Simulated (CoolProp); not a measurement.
Vapour-liquid equilibrium of R143a (1) + R1234yf (2) at 664 kPa; x and y are mole fractions of (1).

Values from CoolProp's multi-fluid Helmholtz-energy mixture model, Lemmon and Jacobsen 2000 and Lemmon 2022; pair parameters Bell 2016.

Give the bubble temperature and the first vapour's composition at x = 0.05, 0.2, 0.95. Is there an azeotrope?

x = 0.05: 22.4 °C, y = 0.084; x = 0.2: 18.1 °C, y = 0.301; x = 0.95: 3.0 °C, y = 0.969. No azeotrope shows between x = 0.05 and 0.95.

The pair parameters rest on a limited set of measurements; away from them the model extrapolates.
